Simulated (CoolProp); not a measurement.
Vapour-liquid equilibrium of R13 (1) + R11 (2) at 55.2 kPa; x and y are mole fractions of (1).

Values from CoolProp's multi-fluid Helmholtz-energy mixture model, Platzer 1990 and Jacobsen 1992; pair parameters Bell 2016. This equation is an older, rougher fit; its heat capacities, sound speeds and derivatives of the liquid may be far off and weren't checked against measurements.

**Question.** Give the bubble temperature and the first vapour's composition at x = 0.25, 0.35, 0.65. Is there an azeotrope?

**Answer.** x = 0.25: -76.5 °C, y = 0.995; x = 0.35: -81.0 °C, y = 0.997; x = 0.65: -87.1 °C, y = 0.999. No azeotrope shows between x = 0.05 and 0.95.

Pair parameters are fitted to limited data, so mixtures are less certain than the pure fluids. With so large a gap from Raoult's law the liquid may split in two, which this calculation doesn't test in full.
